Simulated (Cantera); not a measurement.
## Thermodynamics of silicon oxide and oxynitride deposition, feed HMDSO + CO2 + H2

Input: 1 mol HMDSO, 0.49 mol CO2, 5 mol H2, equilibrated at 0.00133 bar.

Method: chemical equilibrium by Gibbs-energy minimisation in Cantera with the NASA 1993 tables (ideal gas, pure condensed phases). Candidate condensed phases: C, C6H6, C7H8, C8H18, H2O, Si, SiC, SiO2; 123 gas species. The feed counts by its element totals alone. Mutual solubility and eutectic melting of coexisting phases are not modelled. The tables hold silica as quartz up to 1696 K and as liquid above; real silica turns to tridymite and cristobalite and melts near 1996 K. The numbers say what is thermodynamically allowed, not how fast it happens.

From 850 K to 1150 K the condensed part is C(graphite) + SiC(s) + SiO2(β-quartz). From 1250 K to 1950 K the condensed part is C(graphite) + SiC(s).

```csv
T (K),x H2,x CO,x H,x SiO,x CH4,x Si,x C2H2 (acetylene),n C(graphite),n SiC(s),n SiO2(β-quartz)
850,0.999,1.45e-7,5.61e-10,2.19e-12,0.000828,<1e-12,9.53e-12,5.47,1.01,0.990
950,1.000,1.36e-5,1.52e-8,6.78e-10,0.000223,<1e-12,2.74e-10,5.48,1.01,0.990
1050,0.999,0.000534,2.22e-7,6.93e-8,7.62e-5,<1e-12,4.13e-9,5.47,1.01,0.986
1150,0.989,0.0109,2.03e-6,3.13e-6,3.05e-5,<1e-12,3.83e-8,5.25,1.09,0.913
1250,0.876,0.124,1.24e-5,6.87e-5,1.13e-5,1.41e-11,2.21e-7,2.51,2.00,0
1350,0.876,0.124,6.11e-5,0.000121,5.90e-6,5.69e-10,1.09e-6,2.51,2.00,0
1450,0.876,0.124,0.000242,0.000195,3.38e-6,1.37e-8,4.27e-6,2.52,2.00,0
1550,0.875,0.124,0.000807,0.000297,2.08e-6,2.19e-7,1.40e-5,2.52,2.00,0
1650,0.874,0.123,0.00233,0.000427,1.35e-6,2.49e-6,3.99e-5,2.52,1.99,0
1750,0.870,0.123,0.00594,0.000589,9.22e-7,2.14e-5,0.000100,2.53,1.99,0
1850,0.863,0.122,0.0137,0.000781,6.50e-7,0.000146,0.000226,2.53,1.98,0
1950,0.848,0.121,0.0289,0.00100,4.66e-7,0.000810,0.000463,2.54,1.97,0
```
x: gas mole fraction; n: condensed amount in mol.
